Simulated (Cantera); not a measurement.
Input: 1 mol acetone, 61 mol H₂, at 0.00133 bar.

Equilibrium computed with Cantera from the NASA thermochemical tables; the gas is ideal and each condensed phase is pure. Candidate condensed phases: C, C₆H₆, C₇H₈, C₈H₁₈, H₂O; 131 gas species. Ions and electrons are included (thermal ionisation). The feed counts by its element totals alone. Equilibrium is a limit: real reactors are often held back by kinetics, nucleation or transport.

x: gas mole fraction; n: condensed amount in mol.

| T (K) | x H | x H₂ | x C | x CO | x O | x C₂H₂ (acetylene) | x C₃ | n C(graphite) |
|---|---|---|---|---|---|---|---|---|
| 2000 | 0.0432 | 0.941 | 2.28e-8 | 0.0151 | <1e-12 | 0.000723 | (withheld) | 1.90 |
| 2500 | 0.485 | 0.497 | 0.000125 | 0.0116 | 2.44e-11 | 0.00537 | (withheld) | 0.889 |
| 3000 | 0.934 | 0.0467 | 0.00757 | 0.00803 | 1.80e-9 | 0.000115 | (withheld) | 0 |
| 3500 | 0.974 | 0.00362 | 0.0151 | 0.00766 | 4.63e-7 | 3.56e-8 | (withheld) | 0 |
| 4000 | 0.977 | 0.000500 | 0.0153 | 0.00759 | 5.09e-5 | 2.89e-11 | (withheld) | 0 |
| 4500 | 0.975 | 0.000106 | 0.0167 | 0.00612 | 0.00150 | <1e-12 | (withheld) | 0 |
| 5000 | 0.971 | 3.04e-5 | 0.0209 | 0.00159 | 0.00599 | <1e-12 | (withheld) | 0 |

**Question.** Fill in the missing entries.

**Answer.** 
- 2000, x C₃: 2.08e-8
- 2500, x C₃: 0.000373
- 3000, x C₃: 0.00185
- 3500, x C₃: 6.78e-6
- 4000, x C₃: 2.23e-8
- 4500, x C₃: 3.25e-10
- 5000, x C₃: 1.77e-11
